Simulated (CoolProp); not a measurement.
A simple Rankine cycle with R21: condensing at 306.15 K, boiler at 2.09 MPa, turbine inlet 472 K, turbine efficiency 0.75, pump efficiency 0.7, no recuperator. Each further row changes one setting.

Values from CoolProp's reference Helmholtz-energy equation of state, Platzer 1990. This equation is an older, rougher fit; its heat capacities, sound speeds and derivatives of the liquid may be far off and weren't checked against measurements.

| case | thermal efficiency (%) | net work (kJ/kg) | heat in (kJ/kg) | turbine exit temperature (K) | volume ratio over the turbine |
|---|---|---|---|---|---|
| as stated | ? | ? | 323 | ? | ? |
| condensing temperature 298.15 K | ? | 53.5 | 332 | 371.0 | 10.1 |
| boiler pressure 1.46 MPa | 12.9 | 42.7 | ? | 397.1 | 5.52 |
| turbine efficiency 0.65 | 12.8 | ? | 323 | ? | 8.11 |

Problem. Some entries are withheld; supply them.

Solution. 
- as stated, thermal efficiency (%): 14.9
- as stated, net work (kJ/kg): 48.1
- as stated, turbine exit temperature (K): 380.0
- as stated, volume ratio over the turbine: 7.88
- condensing temperature 298.15 K, thermal efficiency (%): 16.1
- boiler pressure 1.46 MPa, heat in (kJ/kg): 330
- turbine efficiency 0.65, net work (kJ/kg): 41.5
- turbine efficiency 0.65, turbine exit temperature (K): 389.7
